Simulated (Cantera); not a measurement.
Feed: 1 mol Si₃N₄, 0.46 mol H₂O, 8.2 mol N₂, equilibrated at 1150 °C and 55.0 Pa.

Method: chemical equilibrium by Gibbs-energy minimisation in Cantera with the NASA 1993 tables (ideal gas, pure condensed phases). Candidate condensed phases: H₂O, Si, SiO₂, Si₂N₂O, Si₃N₄; 35 gas species. Mutual solubility and eutectic melting of coexisting phases are not modelled. Kinetics and transport are ignored.

Base state: N₂ 0.948, H₂ 0.0522, H 6.47e-5, SiO 5.76e-5 (mole fractions); condensed: Si₂N₂O(s) + Si₃N₄(s).

Task: What changes in the equilibrium state with this change: H₂O from 0.46 to 0.12 mol?

Result: 
```csv
species,before,after
N₂,0.948,0.986
H₂,0.0522,0.0143
SiO,5.76e-5,5.69e-5
H,6.47e-5,3.39e-5
"Si₂N₂O(s), mol",0.459,0.120
"Si₃N₄(s), mol",0.694,0.920
```
